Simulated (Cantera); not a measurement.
A perfectly stirred reactor is fed with C2H6 : N2 = 1 : 200 (molar parts), at 24.0 Torr; it is held at 1750 K, and followed from long to short residence time.

Detailed kinetics in Cantera: GRI-Mech 3.0 (53 species, 325 reactions). GRI-Mech 3.0 stops at C3 and has no aromatics, soot or wall deposition, so with more carbon than oxygen in the feed, carbon stays in small species such as C2H2 where larger ones or solid carbon would form. Radical loss at walls, strong at low pressure, is not modelled.

Question: What does this change do: temperature 1750 to 1625 K?

Answer: 
| quantity | before | after |
|---|---|---|
| x(C2H6) at τ = 2.80 s | 6.20e-7 | 2.07e-6 |
| x(C2H4) at τ = 2.80 s | 4.90e-6 | 1.34e-5 |
| x(CH4) at τ = 2.80 s | 0.000138 | 0.000232 |
| x(C2H) at τ = 2.80 s | 6.21e-7 | 2.30e-7 |
| x(C2H2) at τ = 2.80 s | 0.00451 | 0.00468 |
| x(C2H6) at τ = 0.140 s | 1.10e-5 | 3.28e-5 |
| x(C2H4) at τ = 0.140 s | 6.92e-5 | 0.000163 |
| x(CH4) at τ = 0.140 s | 0.000373 | 0.000527 |
| x(C2H) at τ = 0.140 s | 9.41e-7 | 3.58e-7 |
| x(C2H2) at τ = 0.140 s | 0.00444 | 0.00432 |

Question: What does this change do: temperature 1750 to 1098 K?

Answer: 
```tsv
quantity	before	after
x(C2H6) at τ = 2.80 s	6.20e-7	0.00161
x(C2H4) at τ = 2.80 s	4.90e-6	0.00261
x(CH4) at τ = 2.80 s	0.000138	0.000302
x(C2H) at τ = 2.80 s	6.21e-7	9.24e-12
x(C2H2) at τ = 2.80 s	0.00451	0.000578
x(C2H6) at τ = 0.140 s	1.10e-5	0.00471
x(C2H4) at τ = 0.140 s	6.92e-5	0.000256
x(CH4) at τ = 0.140 s	0.000373	1.37e-5
x(C2H) at τ = 0.140 s	9.41e-7	<1e-12
x(C2H2) at τ = 0.140 s	0.00444	1.76e-6
```
